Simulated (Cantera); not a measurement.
Input (Python, Cantera):

```python
import numpy as np
import cantera as ct

gas = ct.Solution("gri30.yaml")
gas.TPX = 1000, 150000, {'CH4': 1, 'O2': 1.33, 'N2': 12.5}
reactor = ct.IdealGasConstPressureReactor(gas, energy="on", clone=False)
net = ct.ReactorNet([reactor])
net.rtol, net.atol = 1e-08, 1e-16
show = ['CH4', 'O2', 'HO2', 'CH3', 'CO2']
times = np.geomspace(7e-06, 3, 16)

steps = ct.SolutionArray(gas, extra=["t"])
rows = []
print(f"{'t/s':>10s}{'T/K':>9s}{'P/Pa':>11s}" + "".join(f"{s:>11s}" for s in show))
for t in times:
    while net.time < t:
        t_next = net.step()
        steps.append(gas.state, t=t_next)
    rows.append([np.interp(t, steps.t, y) for y in (steps.T, steps.P, *steps(*show).X.T)])
    print(f"{t:10.3e}{rows[-1][0]:9.1f}{rows[-1][1]:11.4g}" + "".join(f"{x:11.3e}" for x in rows[-1][2:]))
rate = np.gradient(steps.T, steps.t)
print("integrator steps:", len(steps.t))
if steps.T.max() > steps.T[0] + 200:
    print(f"time of steepest temperature rise: {steps.t[rate.argmax()]:.4e} s")
gas.TPX = 1000, 150000, {'CH4': 1, 'O2': 1.33, 'N2': 12.5}
gas.equilibrate("HP")
print(f"equilibrium (HP): T = {gas.T:.1f} K  " + "  ".join(f"{s} {gas[s].X[0]:.3e}" for s in show))
```

Output:

```
       t/s      T/K       P/Pa        CH4         O2        HO2        CH3        CO2
 7.000e-06   1000.0    1.5e+05  6.743e-02  8.968e-02  3.049e-11  3.054e-11  6.921e-23
 1.662e-05   1000.0    1.5e+05  6.743e-02  8.968e-02  7.237e-11  7.254e-11  8.900e-22
 3.945e-05   1000.0    1.5e+05  6.743e-02  8.968e-02  1.717e-10  1.724e-10  1.254e-20
 9.365e-05   1000.0    1.5e+05  6.743e-02  8.968e-02  4.068e-10  4.104e-10  1.627e-19
 2.223e-04   1000.0    1.5e+05  6.743e-02  8.968e-02  9.615e-10  9.804e-10  2.211e-18
 5.278e-04   1000.0    1.5e+05  6.743e-02  8.968e-02  2.259e-09  2.363e-09  2.958e-17
 1.253e-03   1000.0    1.5e+05  6.743e-02  8.968e-02  5.233e-09  5.824e-09  4.230e-16
 2.974e-03   1000.0    1.5e+05  6.743e-02  8.968e-02  1.171e-08  1.518e-08  6.726e-15
 7.061e-03   1000.0    1.5e+05  6.743e-02  8.968e-02  2.389e-08  4.472e-08  1.340e-13
 1.676e-02   1000.0    1.5e+05  6.743e-02  8.968e-02  3.722e-08  1.428e-07  3.307e-12
 3.979e-02   1000.0    1.5e+05  6.743e-02  8.968e-02  3.836e-08  2.519e-07  4.130e-11
 9.446e-02   1000.0    1.5e+05  6.743e-02  8.968e-02  4.803e-08  2.765e-07  1.775e-10
 2.242e-01   1000.1    1.5e+05  6.741e-02  8.967e-02  7.515e-08  3.301e-07  6.791e-10
 5.323e-01   1000.4    1.5e+05  6.737e-02  8.964e-02  1.581e-07  4.687e-07  4.926e-09
 1.264e+00   1002.3    1.5e+05  6.704e-02  8.940e-02  5.692e-07  9.844e-07  2.236e-07
 3.000e+00   1803.5    1.5e+05  2.043e-09  7.974e-09  3.275e-12  5.947e-11  2.178e-02
integrator steps: 2553
time of steepest temperature rise: 2.1253e+00 s
equilibrium (HP): T = 1803.6 K  CH4 1.964e-11  O2 7.985e-09  HO2 3.279e-12  CH3 5.741e-13  CO2 2.178e-02
```

Cantera simulation using GRI-Mech 3.0 (53 species, 325 reactions); the numbers are that mechanism's predictions, not measurements.
